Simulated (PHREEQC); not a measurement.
A solution holds 0.0048 mol Cu(NO3)2 per kg of water, at 90 °C. Closed to the air; pH follows from the charge balance.

Equilibrium calculation in PHREEQC: ion-association model, phreeqc.dat.

**Question.** The ionic strength comes out as 0.0144 mol/kgw. What activity coefficients do H+, Cu2(OH)2+2, Cu+2, NO3- get?

**Answer.** H+ 0.89, Cu2(OH)2+2 0.58, Cu+2 0.60, NO3- 0.87.

This is a speciation only: nothing precipitates in the calculation. Constants without temperature data keep their 25 °C values here.
